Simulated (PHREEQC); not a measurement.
**Buffer**

Dissolve 120 mmol/kgw KHCO3, 0.055 mmol/kgw NH3 and 55 mmol/kgw LiCl at 20 °C. Closed to the air; pH follows from the charge balance.

Model: ion-association model, phreeqc.dat, run in PHREEQC.

```json
{
 "pH": "8.13",
 "ionic_strength": "0.177 mol/kgw",
 "activity_of_water": "0.994",
 "specific_conductance": "14600 µS/cm",
 "density": "1.007 g/cm³",
 "total_alkalinity": "120 meq/kg"
}
```

```
species  molality  activity   log γ
-------  --------  --------  ------
K+          0.120    0.0868  -0.141
HCO3-       0.117    0.0883  -0.122
Cl-        0.0550    0.0400  -0.139
Li+        0.0550    0.0421  -0.116
CO3-2     0.00156  0.000507  -0.488
CO2       0.00151   0.00157   0.018
NH4+      5.31e-5   3.69e-5  -0.158
NH3       1.92e-6   2.00e-6   0.018
OH-       1.29e-6   9.28e-7  -0.143
(CO2)2    3.66e-8   3.82e-8   0.018
H+        9.12e-9   7.33e-9  -0.095
```

This is a speciation only: nothing precipitates in the calculation. Species that the database lacks are ignored.
